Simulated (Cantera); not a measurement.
## Hydrocarbon pyrolysis for carbon deposition

An isothermal, constant-pressure homogeneous reactor starts with 42.1 % CH₄, 57.9 % N₂, at 1998 K and 0.987 atm.

Model: GRI-Mech 3.0 (53 species, 325 reactions), integrated in Cantera. GRI-Mech 3.0 stops at C3 and has no aromatics, soot or wall deposition, so with more carbon than oxygen in the feed, carbon stays in small species such as C2H2 where larger ones or solid carbon would form.

```tsv
t (s)	x CH₄	x C₂H₄	x H	x C₂H	x CH₃	x C₂H₆	x C₂H₂
3.00e-6	0.419	1.24e-5	1.33e-5	1.32e-12	0.00169	7.94e-6	5.57e-8
1.70e-5	0.404	0.00227	5.35e-5	1.00e-8	0.00797	0.000591	0.000110
9.59e-5	0.232	0.0238	0.000470	2.01e-6	0.00993	0.00117	0.0408
0.000542	0.0693	0.00179	0.000820	5.01e-6	0.00296	9.38e-5	0.121
0.00306	0.0135	0.000471	0.00102	6.27e-6	0.000627	3.94e-6	0.143
0.0173	0.00268	0.000439	0.00107	6.61e-6	0.000128	1.92e-7	0.147
0.0979	0.00173	0.000440	0.00107	6.63e-6	8.30e-5	9.89e-8	0.147
0.554	0.00173	0.000440	0.00107	6.63e-6	8.30e-5	9.88e-8	0.147
3.13	0.00173	0.000439	0.00107	6.62e-6	8.29e-5	9.86e-8	0.147
17.7	0.00172	0.000435	0.00107	6.57e-6	8.26e-5	9.78e-8	0.146
100	0.00169	0.000419	0.00107	6.32e-6	8.10e-5	9.41e-8	0.140
```
x: mole fraction; the columns are a selection and need not sum to one.

Equilibrium at this temperature and pressure: CH₄ 0.00134, C₂H₄ 0.000262, H 0.00107, C₂H 3.95e-6, CH₃ 6.42e-5, C₂H₆ 5.90e-8, C₂H₂ 0.0875 (gas phase only).
